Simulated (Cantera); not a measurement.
Charge: 1 mol PbO, 290 mol H2, held at 625 °C and 1500 Torr.

Cantera equilibrium calculation (NASA polynomials, part measured and part estimated; ideal gas, pure solids and liquids). Candidate condensed phases: H2O, Pb, PbO, PbO2, Pb3O4; 12 gas species. Equilibrium is a limit: real reactors are often held back by kinetics, nucleation or transport.

Base state: H2 0.997, H2O 0.00345 (mole fractions); condensed: Pb(l).

Q: What changes in the equilibrium state with this change: temperature from 625 °C to 1177 °C?

A: 
```tsv
species	before	after
H2	0.997	0.993
H2O	0.00345	0.00344
Pb	6.48e-7	0.00344
Pb(l), mol	1.000	0
```
